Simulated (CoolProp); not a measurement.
Vapour-liquid equilibrium of dimethyl ether (1) + R236EA (2) at 328.8 K; x and y are mole fractions of (1).

Model: multi-fluid Helmholtz-energy mixture model, Wu 2011 and Rui 2013; pair parameters Bell 2016, in CoolProp.

Question: Give the bubble pressure and the first vapour's composition at x = 0.2, 0.5, 0.8. Is there an azeotrope?

Answer: x = 0.2: 0.5567 MPa, y = 0.239; x = 0.5: 0.6839 MPa, y = 0.654; x = 0.8: 1.017 MPa, y = 0.931. No azeotrope shows between x = 0.05 and 0.95.

Pair parameters are fitted to limited data, so mixtures are less certain than the pure fluids.
